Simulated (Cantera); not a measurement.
Si + Cl2 + H2 (chlorosilane synthesis and conversion)

Input: 1 mol Si, 0.62 mol Cl2, 7.7 mol H2, at 10000 Pa.

Equilibrium computed with Cantera from the NASA thermochemical tables; the gas is ideal and each condensed phase is pure. Candidate condensed phases: Si; 19 gas species. The tables' values for SiCl3 are old estimates; treat these amounts as uncertain. The numbers say what is thermodynamically allowed, not how fast it happens.

| T (K) | x H2 | x HCl | x SiCl4 | x SiHCl3 | x SiCl2 | x SiCl3 | n Si(s) |
|---|---|---|---|---|---|---|---|
| 648 | 0.957 | 0.000145 | 0.0279 | 0.0143 | 1.25e-8 | 7.25e-7 | 0.660 |
| 748 | 0.957 | 0.000862 | 0.0281 | 0.0137 | 6.68e-7 | 9.98e-6 | 0.662 |
| 848 | 0.955 | 0.00332 | 0.0279 | 0.0130 | 1.37e-5 | 7.27e-5 | 0.668 |
| 948 | 0.951 | 0.00946 | 0.0267 | 0.0121 | 0.000143 | 0.000336 | 0.681 |
| 1048 | 0.942 | 0.0215 | 0.0237 | 0.0106 | 0.000911 | 0.00109 | 0.704 |
| 1148 | 0.927 | 0.0401 | 0.0180 | 0.00834 | 0.00381 | 0.00249 | 0.732 |
| 1248 | 0.908 | 0.0619 | 0.0101 | 0.00524 | 0.0106 | 0.00386 | 0.753 |
x: gas mole fraction; n: condensed amount in mol.

From 648 K to 1248 K the condensed part is Si(s). The main Si-bearing gas is SiCl4 at 648 K and SiCl2 at 1248 K. The share of Si in condensed phases is highest at 1248 K (75.3 %) and lowest at 648 K (66.0 %).
